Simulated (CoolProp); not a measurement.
Saturated liquid density (kg/m³) of c-C4F8 (RC318): the reference equation beside estimates from Tc = 388.4 K, pc = 2.778 MPa, ω = 0.355. Rackett uses Z = 0.29056 − 0.08775 ω.

Model: reference Helmholtz-energy equation of state, Platzer 1990, in CoolProp. This equation is an older, rougher fit; its heat capacities, sound speeds and derivatives of the liquid may be far off and weren't checked against measurements.

```tsv
T (K)	reference	Rackett	van der Waals
279.6	1570	1695	964.7
282.7	1558	1682	957.5
285.9	1546	1668	950.0
289	1534	1655	942.6
292.2	1522	1641	934.8
295.3	1510	1627	927.1
298.5	1497	1613	919.1
301.6	1484	1598	911.1
304.8	1471	1583	902.7
307.9	1458	1569	894.4
311.1	1444	1553	885.7
314.3	1430	1537	876.7
317.4	1416	1522	867.8
320.6	1401	1505	858.5
```

Absolute difference from the reference over all 14 rows, mean and median: Rackett 7.7 and 7.7 %, van der Waals 38.6 and 38.6 %.
